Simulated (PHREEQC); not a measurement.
Make-up at 90 °C: 0.019 mol HF, 0.013 mol NH4HF2 and 6.4e-07 mol H4SiO4 per kg of water. Closed to the air; pH follows from the charge balance.

The numbers come from PHREEQC with the ion-association model, phreeqc.dat.

This is a speciation only: nothing precipitates in the calculation.

Task: Estimate the pH.

Result: pH 3.29.

Task: In which forms is F present?

Result: HF 66 %, F- 27 %, HF2- 6.6 % of the F.

Complexes and solids missing from the database can't appear. Away from 25 °C the constants follow the database's enthalpies or fits; those with neither stay at their 25 °C values. SiF6-2 is the database's only silicon fluoride.
